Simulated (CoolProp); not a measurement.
Values from CoolProp's reference Helmholtz-energy equation of state, Lemmon 2006. It is a short technical equation, of lower accuracy than the large ones.

Problem. For C2F6 (R116), give the phase and the Z, cv (kJ/(kg K)), fugacity coefficient at 50.95 °C and 571 kPa; 50.95 °C and 1520 kPa.

Solution. 
- 50.95 °C and 571 kPa: gas; Z 0.955, cv 0.757, fugacity coefficient 0.956
- 50.95 °C and 1520 kPa: gas; Z 0.873, cv 0.769, fugacity coefficient 0.885
